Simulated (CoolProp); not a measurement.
A single-stage vapour-compression cycle with the fluid: evaporating at 230.15 K (dew point), condensing at 295.15 K (bubble point), superheat 2 K, subcooling 0 K, compressor efficiency 0.7, no pressure losses. The same conditions are run with several fluids, on thermodynamics alone (safety and materials aside).

Values from CoolProp's reference Helmholtz-energy equation of state of each fluid (CH3F (R41): Lemmon 2006; R407C: Lemmon 2003; vinyl chloride: Thol 2022; propylene: Lemmon 2013; propane: Lemmon 2009; ethane: Bücker 2006). Blends and air are pseudo-pure fits.

```json
[
 {"fluid": "CH3F (R41)", "cooling COP": "1.58", "pressure ratio": "6.95", "discharge temperature (K)": "396.5", "refrigerating effect (kJ/kg)": "272", "volumetric capacity (kJ/m³)": "2770"},
 {"fluid": "R407C", "cooling COP": "1.60", "pressure ratio": "14.9", "discharge temperature (K)": "361.6", "refrigerating effect (kJ/kg)": "155", "volumetric capacity (kJ/m³)": "526"},
 {"fluid": "vinyl chloride", "cooling COP": "1.97", "pressure ratio": "14.1", "discharge temperature (K)": "397.9", "refrigerating effect (kJ/kg)": "283", "volumetric capacity (kJ/m³)": "237"},
 {"fluid": "propylene", "cooling COP": "1.83", "pressure ratio": "8.60", "discharge temperature (K)": "345.5", "refrigerating effect (kJ/kg)": "281", "volumetric capacity (kJ/m³)": "794"},
 {"fluid": "propane", "cooling COP": "1.82", "pressure ratio": "9.05", "discharge temperature (K)": "335.0", "refrigerating effect (kJ/kg)": "271", "volumetric capacity (kJ/m³)": "625"},
 {"fluid": "ethane", "cooling COP": "1.31", "pressure ratio": "5.59", "discharge temperature (K)": "345.6", "refrigerating effect (kJ/kg)": "200", "volumetric capacity (kJ/m³)": "2520"}
]
```
